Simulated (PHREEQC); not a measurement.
A solution holds 4.8 mol/kgw MgCl2, 0.059 mol/kgw KCl and 0.0018 mol/kgw H4SiO4, at 38 °C. Closed to the air; pH follows from the charge balance.

Equilibrium calculation in PHREEQC: Pitzer model, pitzer.dat.

| quantity | before | after |
|---|---|---|
| pH | 3.10 | 6.04 |
| H3SiO4- (mol/kgw) | 3.40e-7 | 1.93e-7 |
| SI of SiO2(a) (SiO2) | +1.45 | -1.07 |

**Question.** Name the change that produced these shifts.
(A) KCl left out
(B) diluted 10-fold with water
(C) temperature from 38 to 5 °C
(D) temperature from 38 to 90 °C
(E) MgCl2 replaced by CaCl2 at the same molality

**Answer.** B, diluted 10-fold with water

Precipitation was switched off in this run. Some of these states are supersaturated (in SiO2(a), for instance). In brines, pH and single-ion activities rest on the MacInnes convention. Away from 25 °C the constants follow the database's enthalpies or fits; those with neither stay at their 25 °C values.
